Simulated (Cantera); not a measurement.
**Premixed flame**

A freely propagating, adiabatic, planar premixed flame of CO : H₂ : CH₄ : O₂ : N₂ = 1 : 0.11 : 0.45 : 2.02 : 5.66 (molar parts), equivalence ratio 0.72, unburnt at 648 K and 510000 Pa; unity-Lewis-number transport, grid criteria slope 0.08 and curve 0.16, no radiation.

Model: GRI-Mech 3.0 (53 species, 325 reactions), integrated in Cantera. Unity Lewis numbers drop preferential diffusion, which matters most where H2 and H carry the flame. Burning velocities carry a grid error of a few per cent, more on coarse grids.

```tsv
z (mm)	T (K)	u (m/s)	x CO	x H₂	x CH₄	x H₂O	x CO₂	x C₂H₄
-0.220	648	1.19	0.108	0.0119	0.0487	1.83e-5	1.16e-5	2.61e-8
-0.147	650	1.19	0.108	0.0119	0.0486	0.000169	0.000108	2.41e-7
-0.110	657	1.20	0.108	0.0119	0.0484	0.000671	0.000427	9.56e-7
-0.0733	699	1.28	0.108	0.0118	0.0468	0.00376	0.00239	5.36e-6
-0.0367	964	1.76	0.105	0.0115	0.0361	0.0244	0.0155	3.38e-5
-0.0183	1323	2.41	0.0998	0.0109	0.0208	0.0542	0.0349	6.07e-5
0	1744	3.17	0.0888	0.00840	0.00405	0.0889	0.0640	2.79e-5
0.0183	1960	3.53	0.0681	0.00481	0.000168	0.0995	0.0911	8.38e-7
0.0367	2075	3.71	0.0516	0.00421	4.15e-6	0.101	0.109	1.05e-8
0.0733	2214	3.91	0.0347	0.00362	<1e-8	0.103	0.128	<1e-8
0.147	2339	4.10	0.0221	0.00243	<1e-8	0.106	0.142	<1e-8
0.293	2425	4.22	0.0135	0.00148	<1e-8	0.109	0.152	<1e-8
0.587	2462	4.27	0.00965	0.00109	<1e-8	0.110	0.156	<1e-8
```
x: mole fraction of selected species; z is measured from the peak of heat release.

```yaml
laminar_burning_velocity: 119 cm/s
thermal_thickness: 0.0733 mm
peak x(C₂H₄): 6.20e-5
grid_points: 140
```
